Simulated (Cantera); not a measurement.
## Low-pressure radical oxidation in H2/O2

An isothermal, constant-pressure homogeneous reactor starts with H2 : O2 = 0.1 : 1 (molar parts), at 1225 K and 4.05 Torr.

Computed with Cantera and GRI-Mech 3.0 (53 species, 325 reactions). Radical loss at walls, strong at low pressure, is not modelled. The temperature is held fixed by assumption; the heat of reaction is taken as removed at once.

```
t (s)         x H2   x O2     x HO2    x H2O2      x OH
--------  --------  -----  --------  --------  --------
2.00e-6     0.0909  0.909  9.77e-11    <1e-12    <1e-12
7.02e-6     0.0909  0.909  3.43e-10    <1e-12  1.15e-11
2.47e-5     0.0909  0.909   1.20e-9    <1e-12  1.28e-10
8.66e-5     0.0909  0.909   4.23e-9    <1e-12   1.19e-9
0.000304    0.0909  0.909   1.49e-8  8.31e-12   1.00e-8
0.00107     0.0909  0.909   5.29e-8  1.02e-10   4.00e-7
0.00375     0.0403  0.875   1.80e-6   1.38e-7   0.00905
0.0132     0.00232  0.846   2.01e-6   5.71e-8   0.00592
0.0462     0.00194  0.858   2.00e-6   6.05e-8   0.00544
0.162      0.00102  0.882   1.78e-6   6.44e-8   0.00400
0.570     0.000199  0.900   9.72e-7   4.81e-8   0.00178
2.00       2.02e-5  0.904   2.32e-7   1.90e-8  0.000569
```
x: mole fraction; the columns are a selection and need not sum to one.

Equilibrium at this temperature and pressure: H2 2.90e-8, O2 0.905, HO2 1.39e-8, H2O2 1.99e-10, OH 2.17e-5 (gas phase only).
